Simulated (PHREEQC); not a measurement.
0.027 g of hydrous ferric oxide (600 m²/g; 0.2 weak and 0.005 strong sites per Fe, Dzombak-Morel constants, diffuse double layer) in 1 kg of water with 0.3 mol/kgw of an inert sodium salt and 1.4e-06 mol CuCl2 and 2e-05 mol CaCl2, at 25 °C; the pH is set by adding NaOH or the inert anion's acid. O2 is buffered at 0.21 atm. No CO2 enters from the air. Nothing may precipitate in this run.

All values are PHREEQC results (ion-association model, wateq4f.dat), not measurements.

| pH | Cu sorbed (%) | Ca sorbed (%) | surface charge σ (C/m²) | surface potential ψ (mV) |
|---|---|---|---|---|
| 4 | 0.2 | 0.0 | 0.349 | 123 |
| 4.5 | 1.8 | 0.0 | 0.318 | 118 |
| 5 | 12.4 | 0.0 | 0.269 | 110 |
| 5.5 | 46.7 | 0.0 | 0.211 | 98 |
| 6 | 83.2 | 0.0 | 0.156 | 83 |
| 6.5 | 96.8 | 0.0 | 0.108 | 66 |
| 7 | 99.3 | 0.0 | 0.069 | 48 |
| 7.5 | 99.6 | 0.2 | 0.036 | 28 |
| 8 | 99.5 | 0.8 | 0.009 | 7 |
| 8.5 | 99.1 | 3.0 | -0.017 | -13 |
| 9 | 98.0 | 9.4 | -0.043 | -32 |
| 9.5 | 95.1 | 25.8 | -0.068 | -47 |
| 10 | 86.2 | 50.1 | -0.089 | -58 |

Complexes and solids missing from the database can't appear. The database's constant for dissolved Cu(OH)2 is higher than later reviews accept.
